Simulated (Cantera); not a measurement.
## Thermodynamics of halide evaporation, hydrolysis and transport, feed PbI2 + H2

A closed system holds: 1 mol PbI2, 270 mol H2, equilibrated at 1150 K and 0.133 bar.

Cantera equilibrium calculation (NASA polynomials, part measured and part estimated; ideal gas, pure solids and liquids). Candidate condensed phases: I2, Pb, PbI2; 10 gas species. Equilibrium is a limit: real reactors are often held back by kinetics, nucleation or transport.

```yaml
x(H2): 0.994
x(HI): 0.00243
x(PbI2): 0.00168
x(PbI): 0.00128
x(Pb): 0.000715
x(I): 0.000257
x(PbI4): 9.53e-6
gas_amount: 271.4 mol
log10 activity of Pb(l) (absent): -0.48
log10 activity of I2(l) (absent): -9.65
```
